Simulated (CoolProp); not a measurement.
A single-stage vapour-compression cycle with the fluid: evaporating at 323.15 K (dew point), condensing at 372.15 K (bubble point), superheat 5 K, subcooling 8 K, compressor efficiency 0.9, no pressure losses. The same conditions are run with several fluids, on thermodynamics alone (safety and materials aside).

The numbers come from the reference Helmholtz-energy equation of state of each fluid (R245fa: Akasaka 2015; isobutene: Lemmon 2005; R11: Jacobsen 1992; ammonia: Gao 2020; chloromethane (R40): Thol 2014; dimethyl carbonate: Zhou 2011) in CoolProp.

```csv
fluid,cooling COP,pressure ratio,discharge temperature (K),refrigerating effect (kJ/kg),volumetric capacity (kJ/m³)
R245fa,4.73,3.59,372.2,121,2260
isobutene,4.63,2.94,374.3,228,3300
R11,?,?,381.2,136,1720
ammonia,4.64,?,427.3,847,?
chloromethane (R40),?,?,?,273,6720
dimethyl carbonate,5.38,5.74,377.0,330,256
```

Question: Some entries are withheld; supply them.

Answer: 
- R11, cooling COP: 5.18
- R11, pressure ratio: 3.41
- ammonia, pressure ratio: 3.02
- ammonia, volumetric capacity (kJ/m³): 12900
- chloromethane (R40), cooling COP: 4.79
- chloromethane (R40), pressure ratio: 2.83
- chloromethane (R40), discharge temperature (K): 410.6

The compression ends wet for: R245fa.
